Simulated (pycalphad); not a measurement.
Source of the numbers: pycalphad with the COST 507 light-alloy database (1999); pressure 1 atm. The database dates from 1999; later assessments differ in places, in temperatures and in the compounds included. Amounts are mole fractions of atoms.

Give the equilibrium state of Fe-58Si (at.%) at 1275 K.


```
T = 1275.00 K, P = 101325 Pa, N = 1 mol of atoms
G = -80249 J/mol, H = -1676 J/mol, S = 61.63 J/(mol K)  (SER reference)
chemical potentials (J/mol): Fe -127459, Si -46062
phase             fraction      x(Fe)      x(Si)
FESI                0.5200     0.5000     0.5000
FESI2_L             0.4800     0.3333     0.6667
```

Give the equilibrium state of Fe-58Si (at.%) at 1500 K.


```
T = 1500.00 K, P = 101325 Pa, N = 1 mol of atoms
G = -95291 J/mol, H = 19279 J/mol, S = 76.38 J/(mol K)  (SER reference)
chemical potentials (J/mol): Fe -142594, Si -61037
phase             fraction      x(Fe)      x(Si)
FESI                0.5031     0.5000     0.5000
LIQUID              0.4969     0.3390     0.6610
```

Database names, with the compositions (at.%) that they take in these runs: FESI: Fe 50 Si 50; FESI2_L: Si 67 Fe 33.
